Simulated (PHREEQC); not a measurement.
Dissolve 0.071 mol/kgw HF, 0.0082 mol/kgw NH4HF2, 0.0045 mol/kgw (NH4)2SiF6 and 3.3e-05 mol/kgw H2SO4 at 73 °C. Closed to the air; pH follows from the charge balance.

Equilibrium calculation in PHREEQC: ion-association model, phreeqc.dat.

Each row changes one thing in this solution. This is a speciation only: nothing precipitates in the calculation.

```
case                                       pH  ionic strength (mol/kgw)  HF (mol/kgw)  F- (mol/kgw)  HF2- (mol/kgw)  SO4-2 (mol/kgw)
---------------------------------------  ----  ------------------------  ------------  ------------  --------------  ---------------
as made                                  2.57                    0.0248        0.0734       0.00851         0.00272          1.99e-5
NH4HF2 from 0.0082 to 0.0123 mol/kgw        …                    0.0284        0.0771        0.0111         0.00372          2.10e-5
(NH4)2SiF6 left out                      2.58                    0.0111        0.0737       0.00835         0.00268          1.98e-5
HF from 0.071 to 0.355 mol/kgw           1.92                    0.0357             …       0.00900          0.0132          9.83e-6
diluted 5-fold with water                2.86                   0.00582        0.0142       0.00296               …                …
(NH4)2SiF6 from 0.0045 to 0.045 mol/kgw  2.52                     0.147        0.0726       0.00910         0.00286          1.89e-5
NH4HF2 from 0.0082 to 0.00164 mol/kgw    2.38                         …        0.0665       0.00490         0.00142          1.69e-5
```

Some entries are withheld; supply them.


- NH4HF2 from 0.0082 to 0.0123 mol/kgw, pH: 2.66
- HF from 0.071 to 0.355 mol/kgw, HF (mol/kgw): 0.336
- diluted 5-fold with water, HF2- (mol/kgw): 0.000184
- diluted 5-fold with water, SO4-2 (mol/kgw): 4.79e-6
- NH4HF2 from 0.0082 to 0.00164 mol/kgw, ionic strength (mol/kgw): 0.0199

Away from 25 °C the constants follow the database's enthalpies or fits; those with neither stay at their 25 °C values. SiF6-2 is the database's only silicon fluoride.
